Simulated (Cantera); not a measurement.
Input: 1 mol Si₂H₆, 2.2 mol O₃, at 973.15 K and 0.0585 Torr.

These are equilibrium values from Cantera (NASA tables, ideal gas, pure condensed phases), not measurements of a reactor. Candidate condensed phases: H₂O, Si, SiO₂; 18 gas species. The feed counts by its element totals alone. Equilibrium is a limit: real reactors are often held back by kinetics, nucleation or transport.

Base state: H₂O 0.867, H₂ 0.133 (mole fractions); condensed: SiO₂(β-quartz).

Task: What changes in the equilibrium state with this change: O₃ from 2.2 to 0.05 mol?

Result: 
| species | before | after |
|---|---|---|
| H₂ | 0.133 | 1.000 |
| H₂O | 0.867 | <1e-9 |
| SiO₂(β-quartz), mol | 2.00 | 0.0750 |
| Si(s), mol | 0 | 1.93 |
